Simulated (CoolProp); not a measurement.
Vapour-liquid equilibrium of cis-2-butene (1) + acetone (2) at 0.0998 MPa; x and y are mole fractions of (1).

Values from CoolProp's multi-fluid Helmholtz-energy mixture model, Lemmon 2005 and Lemmon 2006; pair parameters Bell 2016.

```tsv
x	bubble temperature, mixture model (K)	bubble temperature, Raoult's law (K)	y, mixture model	y, Raoult's law
0.05	315.2	323.0	0.405	0.223
0.2	293.6	309.5	0.783	0.607
0.35	285.6	299.7	0.865	0.786
0.5	282.2	292.3	0.895	0.881
0.65	280.5	286.4	0.914	0.937
0.8	278.9	281.7	0.935	0.971
0.95	277.1	277.7	0.976	0.994
```

The largest gap from Raoult's law is -15.9 K in bubble temperature, at x = 0.2. No azeotrope shows between x = 0.05 and 0.95.

Pair parameters are fitted to limited data, so mixtures are less certain than the pure fluids. With so large a gap from Raoult's law the liquid may split in two, which this calculation doesn't test in full.
